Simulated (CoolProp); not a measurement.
A simple Rankine cycle with n-perfluoropentane: condensing at 316.15 K, boiler at 1.64 MPa, turbine inlet 499 K, turbine efficiency 0.9, pump efficiency 0.6, no recuperator. Each further row changes one setting.

Computed with CoolProp (reference Helmholtz-energy equation of state, Gao 2022).

| case | thermal efficiency (%) | net work (kJ/kg) | heat in (kJ/kg) | turbine exit temperature (K) | volume ratio over the turbine |
|---|---|---|---|---|---|
| as stated | 10.0 | 25.3 | 252 | 465.0 | 10.8 |
| condensing temperature 308.15 K | 10.9 | 28.5 | 261 | 461.6 | 14.2 |
| boiler pressure 1.15 MPa | 8.7 | 22.2 | 255 | 471.4 | 7.30 |
| turbine efficiency 0.8 | 8.8 | 22.3 | 252 | 467.9 | 10.9 |
